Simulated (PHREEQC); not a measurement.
Solution (25 °C): 84 mmol/kgw NaH2PO4, 1.9 mmol/kgw K2HPO4 and 0.82 mmol/kgw H4SiO4. Closed to the air; pH follows from the charge balance.

Computed with PHREEQC (ion-association model, phreeqc.dat).

Each row changes one thing in this solution. This is a speciation only: nothing precipitates in the calculation.

```csv
case,pH,ionic strength (mol/kgw),HPO4-2 (mol/kgw),H3PO4 (mol/kgw),H3SiO4- (mol/kgw),SI of SiO2(a) (SiO2)
as made,5.24,0.0895,0.00184,5.55e-5,2.75e-8,-0.36
diluted 2-fold with water,5.32,0.0448,0.000942,2.46e-5,1.54e-8,[?]
K2HPO4 left out,4.50,0.0843,0.000325,[?],4.93e-9,-0.36
diluted 100-fold with water,5.58,0.000903,2.20e-5,3.12e-7,4.78e-10,-2.37
NaH2PO4 left out,8.62,0.00562,0.00183,1.84e-11,5.11e-5,-0.40
K2HPO4 from 0.0019 to 0.019 mol/kgw,6.17,0.138,0.0176,6.19e-6,2.49e-7,-0.36
K2HPO4 from 0.0019 to 0.00209 mol/kgw,5.28,[?],0.00201,5.08e-5,3.01e-8,-0.36
NaH2PO4 from 0.084 to 0.0924 mol/kgw,5.19,0.0979,0.00185,6.78e-5,2.48e-8,-0.36
NaH2PO4 from 0.084 to 0.168 mol/kgw,4.89,0.174,0.00194,0.000231,1.34e-8,-0.35
```

**Question.** What belongs in the gaps?

**Answer.** 
- diluted 2-fold with water, SI of SiO2(a) (SiO2): -0.67
- K2HPO4 left out, H3PO4 (mol/kgw): 0.000308
- K2HPO4 from 0.0019 to 0.00209 mol/kgw, ionic strength (mol/kgw): 0.0901

Some of these states are supersaturated (in Quartz (slow to form), Chalcedony (slow to form), for instance).
